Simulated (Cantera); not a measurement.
A closed system holds: 1 mol acetone, 0.48 mol CO2, 6.8 mol H2.

These are equilibrium values from Cantera (NASA tables, ideal gas, pure condensed phases), not measurements of a reactor. Candidate condensed phases: C, C6H6, C7H8, C8H18, H2O; 110 gas species. The feed counts by its element totals alone. The ideal-gas law is rough above about 30 bar. Kinetics and transport are ignored.

Stable condensed phases, one row left out:

```
T in °C \ P in Pa
               10       40      160      630     2500    10000    40000   160000   630000  2500000 10000000
   2602         A        A        A        B        B        B        B        B        B        B        B
   2202         B        B        B        B        B        B        B        B        B        B        B
   2002         B        B        B        B        B        B        B        B        B        B        B
   1802         B        B        B        B        B        B        B        B        B        B        B
   1602         B        B        B        B        B        B        B        B        B        B        B
   1402         B        B        B        B        B        B        B        B        B        B        B
   1202         B        B        B        B        B        B        B        B        B        B        B
   1002         B        B        B        B        B        B        B        B        B        B        B
    802         B        B        B        B        B        B        B        B        B        B        A
    602         B        B        B        B        B        B        B        B        B        A        A
```

A: gas only; B: C.

Problem. Give the row for 2402 °C.

Solution. 10: gas only; 40: C; 160: C; 630: C; 2500: C; 10000: C; 40000: C; 160000: C; 630000: C; 2500000: C; 10000000: C.
